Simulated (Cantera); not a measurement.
Input: 1 mol CH3Cl, 0.01 mol CH4, 5.7 mol H2.

Method: chemical equilibrium by Gibbs-energy minimisation in Cantera with the NASA 1993 tables (ideal gas, pure condensed phases). Candidate condensed phases: C, C6H6, C7H8, C8H18; 91 gas species. The numbers say what is thermodynamically allowed, not how fast it happens.

Stable condensed phases, one row left out:

```
T in K \ P in Pa
              1    6.8     46    320   2200  15000 100000
   2775       A      A      A      B      B      B      B
   2725       A      A      A      B      B      B      B
   2625       A      A      B      B      B      B      B
   2575       A      A      B      B      B      B      B
   2525       A      B      B      B      B      B      B
   2475       A      B      B      B      B      B      B
   2425       B      B      B      B      B      B      B
   2375       B      B      B      B      B      B      B
   2325       B      B      B      B      B      B      B
   2275       B      B      B      B      B      B      B
```

A: gas only; B: C.

Problem. Give the row for 2675 K.

Solution. 1: gas only; 6.8: gas only; 46: C; 320: C; 2200: C; 15000: C; 100000: C.
